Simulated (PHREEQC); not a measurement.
## Reverse-osmosis permeate: an equilibrium model

A made-up water analysis in mg/L, 25 °C, pH 6.87, pe -1.2:

| constituent | mg/L |
|---|---|
| Na | 0.607 |
| K | 0.655 |
| Ca | 4.78 |
| Mg | 0.563 |
| Cl | 9.17 |
| S(6) as SO4 | 0.0292 |
| Alkalinity as HCO3 | 4.59 |
| B | 0.00862 |
| Mn(2) | 0.00836 |
| N(-3) as NH4 | 0.00786 |
| Li | 0.0634 |
| Fe(2) | 0.00309 |
| Sr | 0.00764 |

Valence states are taken as typed.

Equilibrium calculation in PHREEQC: ion-association model, phreeqc.dat.

```
Quantity                        Result
--------------------  ----------------
ionic strength        0.000479 mol/kgw
charge-balance error             0.6 %
```

```csv
species,molality,activity,log γ
Cl-,0.000259,0.000252,-0.011
Ca+2,0.000119,0.000108,-0.043
HCO3-,7.51e-5,7.33e-5,-0.011
Na+,2.64e-5,2.57e-5,-0.011
Mg+2,2.31e-5,2.10e-5,-0.043
CO2,2.22e-5,2.22e-5,0.000
K+,1.68e-5,1.63e-5,-0.011
Li+,9.14e-6,8.92e-6,-0.011
H3BO3,7.94e-7,7.94e-7,0.000
NH4+,4.34e-7,4.23e-7,-0.011
SO4-2,2.97e-7,2.69e-7,-0.043
Mn+2,1.51e-7,1.37e-7,-0.043
H+,1.38e-7,1.35e-7,-0.010
CaHCO3+,1.03e-7,1.01e-7,-0.011
Sr+2,8.71e-8,7.89e-8,-0.043
OH-,7.69e-8,7.50e-8,-0.011
```

No solid was allowed to form.
